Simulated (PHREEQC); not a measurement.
Make-up at 25 °C: 14 mmol/kgw HF, 6.2 mmol/kgw NaF and 19 mmol/kgw H2SO4. Closed to the air; pH follows from the charge balance.

Model: ion-association model, phreeqc.dat, run in PHREEQC.

| quantity | before | after |
|---|---|---|
| ionic strength (mol/kgw) | 0.0375 | 0.0212 |
| F- (mol/kgw) | 0.000798 | 0.000651 |
| HF2- (mol/kgw) | 5.90e-5 | 2.35e-5 |

**Question.** Name the change that produced these shifts.
A) H2SO4 from 0.019 to 0.038 mol/kgw
B) NaF left out
C) H2SO4 left out
D) 0.0018 mol/kgw H2S added
E) diluted 2-fold with water

**Answer.** E, diluted 2-fold with water

Precipitation was switched off in this run.
